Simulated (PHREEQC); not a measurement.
A column of 0.2 m (40 cells, dispersivity 0.016 m, 3600 s a shift, diffusion coefficient 3e-10 m²/s) holds 0.12 eq of the database's cation exchanger X per kg of pore water, first in equilibrium with 13 mmol/kgw LiCl, 19 mmol/kgw MnCl2 and 0.01 mmol/kgw HCl. It is flushed with 0.081 mol/kgw MgCl2, 0.0035 mol/kgw SrCl2 and 1e-05 mol/kgw HCl, at 25 °C. Values are for the last cell. The system is closed to CO2. No solid was allowed to form.

All values are PHREEQC results (ion-association model, phreeqc.dat), not measurements.

```
pore volumes  Mg in solution (mol/kgw)  Sr in solution (mol/kgw)  Li in solution (mol/kgw)
------------  ------------------------  ------------------------  ------------------------
0                                    0                         0                    0.0130
0.2625                               0                         0                    0.0130
0.6375                         1.81e-6                         ?                    0.0141
0.8875                        0.000693                   2.56e-7                    0.0124
1.137                                ?                   2.08e-5                   0.00866
1.387                           0.0250                  0.000179                   0.00521
1.762                           0.0517                  0.000821                         ?
2.013                           0.0637                   0.00136                         ?
2.263                           0.0712                   0.00186                  0.000550
2.638                                ?                   0.00244                  0.000194
2.888                           0.0789                   0.00273                   9.56e-5
3.138                           0.0799                   0.00294                   4.70e-5
3.388                           0.0805                   0.00309                   2.30e-5
3.763                           0.0808                   0.00325                   7.88e-6
4.013                           0.0809                   0.00332                   3.84e-6
```

### Question
Fill in the missing entries.

### Answer

- 0.6375, Sr in solution (mol/kgw): 1.28e-11
- 1.137, Mg in solution (mol/kgw): 0.00804
- 1.762, Li in solution (mol/kgw): 0.00210
- 2.013, Li in solution (mol/kgw): 0.00109
- 2.638, Mg in solution (mol/kgw): 0.0770
